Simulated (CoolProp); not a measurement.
A Linde-Hampson liquefier for ethane: isothermal reversible compression at 320 K from 1 atm to 20 MPa, throttling to 1 atm, return gas leaving the recuperator 2 K below the feed. Each further row changes one setting.

Computed with CoolProp (reference Helmholtz-energy equation of state, Bücker 2006).

| case | liquid yield per pass | compression work (kJ/kg of gas) |
|---|---|---|
| as stated | 0.462 | 366 |
| high pressure 40 MPa | 0.458 | 414 |
| warm-end temperature 350 K | 0.377 | 429 |
| warm-end gap 7 K | 0.455 | 366 |
